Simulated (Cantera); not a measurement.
Input: 1 mol Si, 2.1 mol Br2, 2.2 mol N2, at 852 °C and 4.50e-5 bar.

Equilibrium computed with Cantera from the NASA thermochemical tables; the gas is ideal and each condensed phase is pure. Candidate condensed phases: Br2, Si, Si3N4; 13 gas species. The tables' values for SiBr3 are old estimates; treat these amounts as uncertain. Rates play no part.

Base state: N2 0.641, SiBr4 0.285, Br 0.0668, SiBr2 0.00323, SiBr3 0.00297, Br2 0.000443 (mole fractions); condensed: gas only.

Q: What changes in the equilibrium state with this change: 1.2 mol H2 added?

A: 
```
species          before    after
-------------  --------  -------
HBr                   0    0.446
N2                0.641    0.397
SiBr4             0.285   0.0851
H2                    0   0.0258
SiBr2           0.00323   0.0288
Br               0.0668   0.0122
SiHBr3                0  5.06e-5
Br2            0.000443  1.48e-5
SiBr3           0.00297  0.00484
Si3N4(s), mol         0    0.142
```
N2 is the only nitrogen source here; it is nearly inert below about 1500 K, so the nitride shown seldom forms there in practice.
